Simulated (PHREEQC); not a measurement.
**Acid mine or pickling water: an equilibrium model**

Model water analysis in mg/L, 36 °C, pH 2.08, pe 11.6:

```csv
constituent,mg/L
Na,48.5
K,46.4
Ca,152
Mg,12.3
Cl,127
S(6) as SO4,1220
Cu(2),0.481
Fe(3),7.39
Mn(2),3.11
Cd,14
Al,0.101
```

Valence states are taken as typed.

The numbers come from PHREEQC with the ion-association model, phreeqc.dat.

Each row changes one thing in this solution. No solid was allowed to form.

```csv
case,ionic strength (mol/kgw),SO4-2 (mol/kgw),HSO4- (mol/kgw),Ca+2 (mol/kgw),CaSO4 (mol/kgw),Mg+2 (mol/kgw),SI of Gypsum (CaSO4:2H2O),SI of Goethite (FeOOH)
as made,0.0306,0.00684,0.00437,0.00274,0.000984,0.000320,-0.70,+1.88
Mn(2) from 3.11 to 6.22 mg/L,0.0306,0.00683,0.00436,0.00274,0.000983,0.000320,-0.70,+1.89
S(6) from 1220 to 3660 mg/L,[?],[?],0.0126,0.00205,0.00163,[?],-0.48,+1.40
```

Question: Some entries are withheld; supply them.

Answer: 
- S(6) from 1220 to 3660 mg/L, ionic strength (mol/kgw): 0.0659
- S(6) from 1220 to 3660 mg/L, SO4-2 (mol/kgw): 0.0232
- S(6) from 1220 to 3660 mg/L, Mg+2 (mol/kgw): 0.000220

Some of these states are supersaturated (in Hematite (slow to form), Goethite (slow to form), for instance). At this temperature some constants are extrapolated from 25 °C, and those without enthalpy data are left unchanged.
